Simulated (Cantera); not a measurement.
What does this Cantera script print?

```python
import numpy as np
import cantera as ct

gas = ct.Solution("gri30.yaml")


def delay(T, t_max=10):
    gas.TPX = T, 160000, {'CH4': 1, 'H2': 0.83, 'O2': 3.18, 'N2': 11.9}
    reactor = ct.IdealGasReactor(gas, clone=False)
    net = ct.ReactorNet([reactor])
    net.rtol, net.atol = 1e-8, 1e-16
    while net.time < t_max:
        t_old, T_old = net.time, reactor.T
        net.step()
        if reactor.T > T + 400:  # ignition: a rise of 400 K
            return t_old + (T + 400 - T_old) / (reactor.T - T_old) * (net.time - t_old)
    return np.nan


taus = []
for T in [975, 1025, 1075, 1125, 1175, 1225, 1275]:
    taus.append(delay(T))
    print(f"T0 = {T:6g} K   tau = {taus[-1]:.4e} s")
```

It prints:

```
T0 =    975 K   tau = 1.6764e-02 s
T0 =   1025 K   tau = 4.4121e-03 s
T0 =   1075 K   tau = 2.1254e-03 s
T0 =   1125 K   tau = 1.2376e-03 s
T0 =   1175 K   tau = 7.7843e-04 s
T0 =   1225 K   tau = 5.1134e-04 s
T0 =   1275 K   tau = 3.4678e-04 s
```

Detailed kinetics in Cantera: GRI-Mech 3.0 (53 species, 325 reactions). Below about 1000 K GRI-Mech 3.0 lacks low-temperature oxidation paths.
